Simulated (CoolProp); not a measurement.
C3F8 (R218) along the isotherm 166.85 °C: density (kg/m³) from the reference equation and from simpler models built on Tc = 71.9 °C, pc = 2.640 MPa, ω = 0.317; each cubic takes its own stable root.

Values from CoolProp's reference Helmholtz-energy equation of state, Lemmon 2006. It is a short technical equation, of lower accuracy than the large ones.

```tsv
p (MPa)	phase	reference
0.0209	gas	1.075
0.0429	gas	2.210
0.088	gas	4.543
0.181	gas	9.388
0.371	gas	19.43
0.762	gas	40.76
1.57	gas	87.88
3.21	supercritical	198.9
6.6	supercritical	486.3
```

Q: How far does each simpler model (ideal gas, Peng-Robinson) lie from the reference over these 9 states: mean and median of the absolute difference, and the worst?

A: 
- ideal gas: mean 7.0 %, median 1.9 %, worst -30.2 % at 166.85 °C and 6.6 MPa
- Peng-Robinson: mean 0.6 %, median 0.4 %, worst +1.7 % at 166.85 °C and 3.21 MPa
